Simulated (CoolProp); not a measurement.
Vapour-liquid equilibrium of fluoroethane (R161) (1) + R134a (2) at 204.6 K; x and y are mole fractions of (1).

Model: multi-fluid Helmholtz-energy mixture model, Wu 2012 and Tillner-Roth 1994; pair parameters Bell 2016, in CoolProp.

```csv
x,"bubble pressure, mixture model (MPa)","bubble pressure, Raoult's law (MPa)","y, mixture model","y, Raoult's law"
0.05,0.009251,0.009370,0.089,0.101
0.2,0.01049,0.01088,0.326,0.348
0.35,0.01185,0.01240,0.520,0.535
0.5,0.01334,0.01391,0.678,0.681
0.65,0.01494,0.01543,0.804,0.799
0.8,0.01664,0.01694,0.903,0.895
0.95,0.01838,0.01846,0.979,0.976
```

The largest gap from Raoult's law is -4.4 % in bubble pressure, at x = 0.35. No azeotrope shows between x = 0.05 and 0.95.

Pair parameters are fitted to limited data, so mixtures are less certain than the pure fluids.
